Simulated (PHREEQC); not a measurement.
Dissolve 0.0041 mol NH4HF2, 0.00014 mol H2SiF6, 0.17 mol H3PO4 and 0.0081 mol HCl per kg of water at 25 °C. Closed to the air; pH follows from the charge balance.

The numbers come from PHREEQC with the ion-association model, phreeqc.dat.

The pH comes out as 1.48 and the ionic strength is 0.0425 mol/kgw. The specific conductance is 13500 µS/cm and the total alkalinity comes out as -183 meq/kg.

```csv
species,molality,activity,log γ
H3PO4,0.136,0.138,0.004
H+,0.0383,0.0330,-0.065
H2PO4-,0.0338,0.0283,-0.077
Cl-,0.00810,0.00668,-0.084
HF,0.00800,0.00808,0.004
NH4+,0.00410,0.00333,-0.090
F-,0.000199,0.000163,-0.085
SiF6-2,0.000138,6.70e-5,-0.314
HF2-,6.10e-6,5.07e-6,-0.081
H4SiO4,1.92e-6,1.94e-6,0.004
HPO4-2,1.10e-7,5.34e-8,-0.314
```

Precipitation was switched off in this run. Species that the database lacks are ignored. SiF6-2 is the database's only silicon fluoride.
